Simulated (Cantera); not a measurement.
**Silicon epitaxy and polysilicon growth: SiCl4 + HCl + H2**

A closed system holds: 1 mol SiCl4, 0.018 mol HCl, a varied amount of H2, at 1350 K and 5800 Pa.

These are equilibrium values from Cantera (NASA tables, ideal gas, pure condensed phases), not measurements of a reactor. Candidate condensed phases: Si; 19 gas species. The tables' values for SiCl3 are old estimates; treat these amounts as uncertain. Equilibrium is a limit: real reactors are often held back by kinetics, nucleation or transport.

```csv
n(H2) (mol),x H2,x HCl,x SiCl2,x SiCl4,x SiCl3,x SiHCl3,x SiH2Cl2,x H,n Si(s)
8.8,0.772,0.133,0.0548,0.0194,0.0146,0.00645,0.000313,8.69e-6,0
14,0.833,0.108,0.0390,0.00838,0.00809,0.00372,0.000241,9.03e-6,0.0632
22,0.878,0.0877,0.0246,0.00334,0.00406,0.00191,0.000160,9.27e-6,0.187
35,0.914,0.0679,0.0142,0.00111,0.00178,0.000855,9.61e-5,9.46e-6,0.334
55,0.940,0.0506,0.00767,0.000324,0.000706,0.000344,5.34e-5,9.60e-6,0.482
88,0.960,0.0357,0.00374,7.70e-5,0.000240,0.000118,2.66e-5,9.70e-6,0.622
140,0.974,0.0244,0.00172,1.63e-5,7.51e-5,3.73e-5,1.24e-5,9.76e-6,0.735
220,0.983,0.0164,0.000772,3.28e-6,2.25e-5,1.12e-5,5.62e-6,9.81e-6,0.819
350,0.989,0.0107,0.000327,5.89e-7,6.21e-6,3.11e-6,2.39e-6,9.84e-6,0.880
550,0.993,0.00699,0.000138,1.05e-7,1.71e-6,8.58e-7,1.02e-6,9.86e-6,0.921
```
x: gas mole fraction; n: condensed amount in mol.

At 8.8 mol H2 nothing is condensed. From 14 mol H2 to 550 mol H2 the condensed part is Si(s). The main Si-bearing gas is SiCl2 throughout. The share of Si in condensed phases is highest at 550 mol H2 (92.1 %) and lowest at 8.8 mol H2 (0.0 %).
